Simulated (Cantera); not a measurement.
A perfectly stirred reactor is fed with H2 : O2 : N2 : H2O = 1 : 0.455 : 1.71 : 0.82 (molar parts), equivalence ratio 1.1, at 1.00 bar; it is adiabatic with a 525 K inlet, and is followed from long to short residence time, starting on the burning branch (τ in s: 0.034, 0.013, 0.0053, 0.0021, 0.00083, 0.00033, 0.00013, 5.2e-05, 2e-05, 8.1e-06, 3.2e-06).

Detailed kinetics in Cantera: the H2/O2 subset of GRI-Mech 3.0, which has no nitrogen chemistry.

Q: What does this change do: inlet temperature 525 to 375 K?

A: 
```csv
quantity,before,after
"blow-out, bracketed by the residence times tried","burning at 20.0 µs, out at 8.10 µs","burning at 52.0 µs, out at 20.0 µs"
x(H2) at τ = 34.0 ms,0.0288,0.0281
x(O2) at τ = 34.0 ms,0.00121,0.00104
x(H2O) at τ = 34.0 ms,0.482,0.484
x(O) at τ = 34.0 ms,0.000146,0.000113
x(OH) at τ = 34.0 ms,0.00337,0.00265
x(H2) at τ = 0.330 ms,0.0486,0.0468
x(O2) at τ = 0.330 ms,0.0121,0.0116
x(H2O) at τ = 0.330 ms,0.440,0.445
x(O) at τ = 0.330 ms,0.00250,0.00214
x(OH) at τ = 0.330 ms,0.00967,0.00784
```
